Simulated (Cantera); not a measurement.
Standard-state values (1 bar) from the NASA 1993 polynomials, evaluated with Cantera. Values are per mole of reaction as written; species without (g) are pure solids or liquids, kept so even where they would boil at 1 bar.

**Question.** Between 300 and 1575 K, where is each reaction favourable under standard conditions?
- 0.8 V + O₂(g) = 0.4 V₂O₅
- C + O₂(g) = CO₂(g)
- Ta + O₂(g) = TaO₂(g)

**Answer.** 
- 0.8 V + O₂(g) = 0.4 V₂O₅: ΔG° is -567 kJ at 300 K and -375 kJ at 1575 K; it stays negative (K > 1). ΔH° is -577 kJ and ΔS° -128 J/K at 1575 K.
- C + O₂(g) = CO₂(g): ΔG° is -394 kJ at 300 K and -396 kJ at 1575 K; it stays negative (K > 1). ΔH° is -396 kJ and ΔS° 0 J/K at 1575 K.
- Ta + O₂(g) = TaO₂(g): ΔG° is -211 kJ at 300 K and -243 kJ at 1575 K; it stays negative (K > 1). ΔH° is -211 kJ and ΔS° 21 J/K at 1575 K.
